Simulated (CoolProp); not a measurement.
R245fa along the isotherm 166.85 °C: fugacity coefficient from the reference equation and from simpler models built on Tc = 153.9 °C, pc = 3.651 MPa, ω = 0.378; each cubic takes its own stable root.

The numbers come from the reference Helmholtz-energy equation of state, Akasaka 2015 in CoolProp.

| p (MPa) | phase | reference | van der Waals | Redlich-Kwong | Soave-Redlich-Kwong | Peng-Robinson |
|---|---|---|---|---|---|---|
| 0.115 | gas | 0.9907 | 0.9913 | 0.9902 | 0.9904 | 0.9892 |
| 0.174 | gas | 0.9859 | 0.9869 | 0.9852 | 0.9855 | 0.9837 |
| 0.263 | gas | 0.9787 | 0.9802 | 0.9776 | 0.9781 | 0.9754 |
| 0.396 | gas | 0.9680 | 0.9701 | 0.9663 | 0.9671 | 0.9632 |
| 0.598 | gas | 0.9517 | 0.9550 | 0.9493 | 0.9504 | 0.9447 |
| 0.902 | gas | 0.9274 | 0.9322 | … | 0.9256 | 0.9172 |
| 1.36 | gas | 0.8910 | … | … | 0.8886 | 0.8766 |
| 2.05 | gas | 0.8364 | 0.8463 | 0.8299 | 0.8336 | 0.8170 |
| 3.1 | gas | 0.7530 | … | 0.7449 | 0.7509 | 0.7290 |
| 4.67 | supercritical | 0.6178 | 0.6272 | 0.6079 | … | 0.5965 |
| 7.05 | supercritical | 0.4593 | 0.4850 | 0.4609 | 0.4746 | 0.4501 |
| 10.6 | supercritical | 0.3535 | 0.3947 | … | 0.3744 | … |
| 16 | supercritical | 0.2872 | 0.3460 | 0.3008 | 0.3118 | 0.2845 |
| 24.2 | supercritical | 0.2535 | 0.3397 | 0.2717 | 0.2824 | 0.2497 |
| 36.5 | supercritical | 0.2526 | 0.3930 | 0.2770 | … | 0.2445 |

Task: Some entries are withheld; supply them.

Result: 
- 0.902, Redlich-Kwong: 0.9239
- 1.36, van der Waals: 0.8979
- 1.36, Redlich-Kwong: 0.8861
- 3.1, van der Waals: 0.7663
- 4.67, Soave-Redlich-Kwong: 0.6214
- 10.6, Redlich-Kwong: 0.3622
- 10.6, Peng-Robinson: 0.3494
- 36.5, Soave-Redlich-Kwong: 0.2887
